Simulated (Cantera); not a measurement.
Feed: 1 mol Pb, 0.078 mol H₂, 32 mol N₂, 1.6 mol O₂, at 0.220 bar.

These are equilibrium values from Cantera (NASA tables, ideal gas, pure condensed phases), not measurements of a reactor. Candidate condensed phases: H₂O, Pb, PbO, PbO₂, Pb₃O₄; 27 gas species. The numbers say what is thermodynamically allowed, not how fast it happens. All values below are at 625 °C.

Base state: N₂ 0.966, O₂ 0.0320, H₂O 0.00235 (mole fractions); condensed: PbO(yellow).

### Question
What changes in the equilibrium state with this change: 0.07 mol NH₃ added?

### Answer
```json
[
 {"species": "N₂", "before": "0.966", "after": "0.964"},
 {"species": "O₂", "before": "0.0320", "after": "0.0304"},
 {"species": "H₂O", "before": "0.00235", "after": "0.00551"},
 {"species": "PbO(yellow), mol", "before": "1.000", "after": "1.000"}
]
```
